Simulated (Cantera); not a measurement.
Equilibrium for roasting and sulfation: MgO + H₂S + N₂

Charge: 1 mol MgO, 0.11 mol H₂S, a varied amount of N₂, at 927 °C and 2.70 bar.

Equilibrium computed with Cantera from the NASA thermochemical tables; the gas is ideal and each condensed phase is pure. Candidate condensed phases: H₂O, H₂SO₄, Mg, MgO, Mg(OH)₂, MgS, MgSO₄, S; 43 gas species. Mutual solubility and eutectic melting of coexisting phases are not modelled. Gases not in the tables: S₃ to S₇. The numbers say what is thermodynamically allowed, not how fast it happens.

From 0.59 mol N₂ to 23 mol N₂ the condensed part is MgO(s) + MgS(s).

```json
[
 {"n(N₂) (mol)": "0.59", "log p N₂": "0.35", "log p H₂S": "-0.50", "log p H₂": "-1.13", "log p S₂": "-1.43", "log p H₂O": "-1.58", "log p SH": "-3.72", "log p S₂O": "-5.09", "log p NH₃": "-5.24", "n MgO(s)": "0.993", "n MgS(s)": "0.00685"},
 {"n(N₂) (mol)": "0.81", "log p N₂": "0.37", "log p H₂S": "-0.62", "log p H₂": "-1.21", "log p S₂": "-1.52", "log p H₂O": "-1.71", "log p SH": "-3.80", "log p S₂O": "-5.21", "log p NH₃": "-5.35", "n MgO(s)": "0.993", "n MgS(s)": "0.00673"},
 {"n(N₂) (mol)": "1.1", "log p N₂": "0.39", "log p H₂S": "-0.75", "log p H₂": "-1.30", "log p S₂": "-1.60", "log p H₂O": "-1.84", "log p SH": "-3.89", "log p S₂O": "-5.34", "log p NH₃": "-5.47", "n MgO(s)": "0.993", "n MgS(s)": "0.00660"},
 {"n(N₂) (mol)": "1.5", "log p N₂": "0.40", "log p H₂S": "-0.88", "log p H₂": "-1.39", "log p S₂": "-1.69", "log p H₂O": "-1.97", "log p SH": "-3.97", "log p S₂O": "-5.47", "log p NH₃": "-5.60", "n MgO(s)": "0.994", "n MgS(s)": "0.00646"},
 {"n(N₂) (mol)": "2", "log p N₂": "0.41", "log p H₂S": "-1.01", "log p H₂": "-1.47", "log p S₂": "-1.77", "log p H₂O": "-2.10", "log p SH": "-4.06", "log p S₂O": "-5.60", "log p NH₃": "-5.72", "n MgO(s)": "0.994", "n MgS(s)": "0.00631"},
 {"n(N₂) (mol)": "2.7", "log p N₂": "0.41", "log p H₂S": "-1.14", "log p H₂": "-1.56", "log p S₂": "-1.86", "log p H₂O": "-2.23", "log p SH": "-4.15", "log p S₂O": "-5.73", "log p NH₃": "-5.85", "n MgO(s)": "0.994", "n MgS(s)": "0.00615"},
 {"n(N₂) (mol)": "3.7", "log p N₂": "0.42", "log p H₂S": "-1.29", "log p H₂": "-1.66", "log p S₂": "-1.96", "log p H₂O": "-2.38", "log p SH": "-4.25", "log p S₂O": "-5.88", "log p NH₃": "-6.00", "n MgO(s)": "0.994", "n MgS(s)": "0.00597"},
 {"n(N₂) (mol)": "5", "log p N₂": "0.42", "log p H₂S": "-1.43", "log p H₂": "-1.75", "log p S₂": "-2.05", "log p H₂O": "-2.52", "log p SH": "-4.34", "log p S₂O": "-6.02", "log p NH₃": "-6.14", "n MgO(s)": "0.994", "n MgS(s)": "0.00578"},
 {"n(N₂) (mol)": "6.8", "log p N₂": "0.42", "log p H₂S": "-1.58", "log p H₂": "-1.85", "log p S₂": "-2.15", "log p H₂O": "-2.66", "log p SH": "-4.44", "log p S₂O": "-6.17", "log p NH₃": "-6.28", "n MgO(s)": "0.994", "n MgS(s)": "0.00558"},
 {"n(N₂) (mol)": "9.3", "log p N₂": "0.43", "log p H₂S": "-1.73", "log p H₂": "-1.95", "log p S₂": "-2.25", "log p H₂O": "-2.81", "log p SH": "-4.54", "log p S₂O": "-6.32", "log p NH₃": "-6.43", "n MgO(s)": "0.995", "n MgS(s)": "0.00536"},
 {"n(N₂) (mol)": "13", "log p N₂": "0.43", "log p H₂S": "-1.89", "log p H₂": "-2.06", "log p S₂": "-2.36", "log p H₂O": "-2.98", "log p SH": "-4.65", "log p S₂O": "-6.48", "log p NH₃": "-6.59", "n MgO(s)": "0.995", "n MgS(s)": "0.00511"},
 {"n(N₂) (mol)": "17", "log p N₂": "0.43", "log p H₂S": "-2.02", "log p H₂": "-2.15", "log p S₂": "-2.45", "log p H₂O": "-3.11", "log p SH": "-4.74", "log p S₂O": "-6.62", "log p NH₃": "-6.73", "n MgO(s)": "0.995", "n MgS(s)": "0.00491"},
 {"n(N₂) (mol)": "23", "log p N₂": "0.43", "log p H₂S": "-2.18", "log p H₂": "-2.25", "log p S₂": "-2.55", "log p H₂O": "-3.26", "log p SH": "-4.84", "log p S₂O": "-6.77", "log p NH₃": "-6.88", "n MgO(s)": "0.995", "n MgS(s)": "0.00467"}
]
```
log p: log10 of the partial pressure in bar; n: condensed amount in mol.
